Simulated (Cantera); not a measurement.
## Premixed flame

A freely propagating, adiabatic, planar premixed flame of CH4 : O2 : N2 : H2O = 1 : 1.67 : 6.27 : 0.82 (molar parts), equivalence ratio 1.2, unburnt at 500 K and 1.01 bar; mixture-averaged transport, grid criteria slope 0.08 and curve 0.16, no radiation.

Model: GRI-Mech 3.0 (53 species, 325 reactions), integrated in Cantera. Burning velocities carry a grid error of a few per cent, more on coarse grids.

```json
[
 {"z (mm)": "-1.45", "T (K)": "500", "u (m/s)": "0.592", "x CH4": "0.102", "x O2": "0.171", "x H2O": "0.0839", "x CO": "6.31e-6", "x CH2": "<1e-8", "x O": "<1e-8"},
 {"z (mm)": "-0.965", "T (K)": "504", "u (m/s)": "0.599", "x CH4": "0.102", "x O2": "0.170", "x H2O": "0.0842", "x CO": "7.55e-5", "x CH2": "<1e-8", "x O": "<1e-8"},
 {"z (mm)": "-0.724", "T (K)": "518", "u (m/s)": "0.618", "x CH4": "0.100", "x O2": "0.168", "x H2O": "0.0858", "x CO": "0.000372", "x CH2": "<1e-8", "x O": "<1e-8"},
 {"z (mm)": "-0.483", "T (K)": "612", "u (m/s)": "0.737", "x CH4": "0.0933", "x O2": "0.161", "x H2O": "0.0963", "x CO": "0.00272", "x CH2": "<1e-8", "x O": "2.31e-8"},
 {"z (mm)": "-0.241", "T (K)": "1055", "u (m/s)": "1.29", "x CH4": "0.0629", "x O2": "0.123", "x H2O": "0.142", "x CO": "0.0179", "x CH2": "9.66e-8", "x O": "6.34e-6"},
 {"z (mm)": "-0.121", "T (K)": "1444", "u (m/s)": "1.79", "x CH4": "0.0337", "x O2": "0.0820", "x H2O": "0.183", "x CO": "0.0353", "x CH2": "5.51e-6", "x O": "6.48e-5"},
 {"z (mm)": "0", "T (K)": "1786", "u (m/s)": "2.23", "x CH4": "0.00800", "x O2": "0.0377", "x H2O": "0.220", "x CO": "0.0517", "x CH2": "5.22e-5", "x O": "0.000340"},
 {"z (mm)": "0.121", "T (K)": "1930", "u (m/s)": "2.40", "x CH4": "0.000647", "x O2": "0.0136", "x H2O": "0.237", "x CO": "0.0519", "x CH2": "2.40e-5", "x O": "0.000797"},
 {"z (mm)": "0.241", "T (K)": "1968", "u (m/s)": "2.44", "x CH4": "2.99e-5", "x O2": "0.00600", "x H2O": "0.240", "x CO": "0.0454", "x CH2": "1.90e-6", "x O": "0.000972"},
 {"z (mm)": "0.483", "T (K)": "2001", "u (m/s)": "2.47", "x CH4": "9.24e-8", "x O2": "0.00303", "x H2O": "0.240", "x CO": "0.0392", "x CH2": "<1e-8", "x O": "0.000831"},
 {"z (mm)": "0.965", "T (K)": "2037", "u (m/s)": "2.51", "x CH4": "<1e-8", "x O2": "0.00191", "x H2O": "0.242", "x CO": "0.0372", "x CH2": "<1e-8", "x O": "0.000555"},
 {"z (mm)": "1.93", "T (K)": "2073", "u (m/s)": "2.55", "x CH4": "<1e-8", "x O2": "0.00105", "x H2O": "0.245", "x CO": "0.0369", "x CH2": "<1e-8", "x O": "0.000296"},
 {"z (mm)": "3.86", "T (K)": "2101", "u (m/s)": "2.58", "x CH4": "<1e-8", "x O2": "0.000461", "x H2O": "0.248", "x CO": "0.0368", "x CH2": "<1e-8", "x O": "0.000126"}
]
```
x: mole fraction of selected species; z is measured from the peak of heat release.

* **laminar burning velocity**: 59.1 cm/s
* **thermal thickness**: 0.483 mm
* **peak x(CO)**: 0.0539
* **peak x(CH2)**: 5.61e-5
* **peak x(O)**: 0.000973
* **grid points**: 143
